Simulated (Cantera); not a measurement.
## Thermodynamics of aluminium and copper etching, feed Al + Cl2 + H2

Charge: 1 mol Al, 2 mol Cl2, 0.86 mol H2, equilibrated at 1.00 bar.

Equilibrium computed with Cantera from the NASA thermochemical tables; the gas is ideal and each condensed phase is pure. Candidate condensed phases: Al, AlCl3; 12 gas species. The numbers say what is thermodynamically allowed, not how fast it happens.

From 525 K to 1075 K nothing is condensed. The main Al-bearing gas is Al2Cl6 at 525 K and AlCl3 at 1075 K.

```json
[
 {"T (K)": "525", "x HCl": "0.537", "x AlCl3": "0.00241", "x Al2Cl6": "0.267", "x H2": "0.193", "x AlCl2": "<1e-12", "x Cl": "<1e-12", "x H": "<1e-12"},
 {"T (K)": "575", "x HCl": "0.535", "x AlCl3": "0.00812", "x Al2Cl6": "0.264", "x H2": "0.193", "x AlCl2": "<1e-12", "x Cl": "<1e-12", "x H": "<1e-12"},
 {"T (K)": "625", "x HCl": "0.532", "x AlCl3": "0.0221", "x Al2Cl6": "0.255", "x H2": "0.191", "x AlCl2": "<1e-12", "x Cl": "<1e-12", "x H": "<1e-12"},
 {"T (K)": "675", "x HCl": "0.524", "x AlCl3": "0.0505", "x Al2Cl6": "0.237", "x H2": "0.189", "x AlCl2": "<1e-12", "x Cl": "<1e-12", "x H": "<1e-12"},
 {"T (K)": "725", "x HCl": "0.511", "x AlCl3": "0.0985", "x Al2Cl6": "0.206", "x H2": "0.184", "x AlCl2": "3.74e-12", "x Cl": "<1e-12", "x H": "<1e-12"},
 {"T (K)": "775", "x HCl": "0.493", "x AlCl3": "0.166", "x Al2Cl6": "0.164", "x H2": "0.177", "x AlCl2": "5.98e-11", "x Cl": "1.22e-12", "x H": "<1e-12"},
 {"T (K)": "825", "x HCl": "0.472", "x AlCl3": "0.243", "x Al2Cl6": "0.115", "x H2": "0.170", "x AlCl2": "6.31e-10", "x Cl": "9.26e-12", "x H": "3.27e-12"},
 {"T (K)": "875", "x HCl": "0.454", "x AlCl3": "0.312", "x Al2Cl6": "0.0711", "x H2": "0.163", "x AlCl2": "4.66e-9", "x Cl": "5.57e-11", "x H": "2.03e-11"},
 {"T (K)": "925", "x HCl": "0.441", "x AlCl3": "0.361", "x Al2Cl6": "0.0400", "x H2": "0.159", "x AlCl2": "2.55e-8", "x Cl": "2.78e-10", "x H": "1.04e-10"},
 {"T (K)": "975", "x HCl": "0.433", "x AlCl3": "0.390", "x Al2Cl6": "0.0216", "x H2": "0.156", "x AlCl2": "1.10e-7", "x Cl": "1.18e-9", "x H": "4.52e-10"},
 {"T (K)": "1025", "x HCl": "0.429", "x AlCl3": "0.405", "x Al2Cl6": "0.0117", "x H2": "0.154", "x AlCl2": "3.99e-7", "x Cl": "4.38e-9", "x H": "1.71e-9"},
 {"T (K)": "1075", "x HCl": "0.426", "x AlCl3": "0.413", "x Al2Cl6": "0.00651", "x H2": "0.154", "x AlCl2": "1.26e-6", "x Cl": "1.44e-8", "x H": "5.75e-9"}
]
```
x: gas mole fraction; nothing condenses.
